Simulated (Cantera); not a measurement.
Charge: 1 mol CH₃F, 0.18 mol CH₄, equilibrated at 675 °C and 5.10 Pa.

Cantera equilibrium calculation (NASA polynomials, part measured and part estimated; ideal gas, pure solids and liquids). Candidate condensed phases: C, C₆H₆, C₇H₈, C₈H₁₈; 95 gas species. Kinetics and transport are ignored.

Question: What is the equilibrium state?

Answer: 
| Item | Result |
|---|---|
| x(H₂) | 0.576 |
| x(HF) | 0.424 |
| x(CH₄) | 2.91e-6 |
| n(C(graphite)) | 1.18 mol |
| gas amount | 2.360 mol |
